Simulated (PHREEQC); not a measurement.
Synthetic water in mg/L, 5 °C, pH 6.12, pe 10:

```json
[
 {"constituent": "Na", "mg/L": "1.71"},
 {"constituent": "K", "mg/L": "0.00934"},
 {"constituent": "Ca", "mg/L": "1.84"},
 {"constituent": "Mg", "mg/L": "2.07"},
 {"constituent": "Cl", "mg/L": "7.25"},
 {"constituent": "S(6) as SO4", "mg/L": "2.58"},
 {"constituent": "Alkalinity as HCO3", "mg/L": "4.12"},
 {"constituent": "Ba", "mg/L": "0.233"},
 {"constituent": "Cd", "mg/L": "0.0657"},
 {"constituent": "Pb", "mg/L": "1.19"},
 {"constituent": "O(0) (dissolved oxygen)", "mg/L": "0.0749"}
]
```

Valence states are taken as typed.

The numbers come from PHREEQC with the ion-association model, phreeqc.dat.

This is a speciation only: nothing precipitates in the calculation.

Q: What charge-balance error does the model give?

A: charge-balance error 4.0 %.

Q: In which forms is Ba present?

A: Ba+2 99 %, BaSO4 1.1 % of the Ba.

Away from 25 °C the constants follow the database's enthalpies or fits; those with neither stay at their 25 °C values.
